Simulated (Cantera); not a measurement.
Input: 1 mol SiC, 0.15 mol N2O, 26 mol H2, at 133 Pa.

Method: chemical equilibrium by Gibbs-energy minimisation in Cantera with the NASA 1993 tables (ideal gas, pure condensed phases). Candidate condensed phases: C, C6H6, C7H8, C8H18, H2O, Si, SiC, SiO2, Si2N2O, Si3N4; 151 gas species. Mutual solubility and eutectic melting of coexisting phases are not modelled. The numbers say what is thermodynamically allowed, not how fast it happens. All values below are at 1073 K.

Base state: H2 1.000, CH4 6.12e-5, CO 2.59e-5, N2 2.58e-5 (mole fractions); condensed: C(graphite) + SiC(s) + Si2N2O(s).

Q: What changes in the equilibrium state with this change: N2O from 0.15 to 0.87 mol?

A: 
```
species            before    after
----------------  -------  -------
H2                  1.000    0.972
N2                2.58e-5   0.0138
CO                2.59e-5   0.0138
CH4               6.12e-5  5.79e-5
C(graphite), mol    0.296    0.628
SiC(s), mol         0.701        0
Si2N2O(s), mol      0.149    0.500
```
